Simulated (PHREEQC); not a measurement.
Make-up at 18 °C: 2.3 mol NaOH and 0.63 mol H3BO3 per kg of water. Closed to the air; pH follows from the charge balance.

The numbers come from PHREEQC with the Pitzer model, pitzer.dat.

Each row changes one thing in this solution. No solid was allowed to form.

```tsv
case	pH	ionic strength (mol/kgw)
as made	14.39	2.30
H3BO3 left out	14.52	2.30
NaOH replaced by NaCl at the same molality	3.48	2.30
0.67 mol/kgw Na2CO3 added	14.49	4.31
NaOH from 2.3 to 4.6 mol/kgw	15.02	4.60
H3BO3 from 0.63 to 0.567 mol/kgw	14.41	2.30
```

In brines, pH and single-ion activities rest on the MacInnes convention.
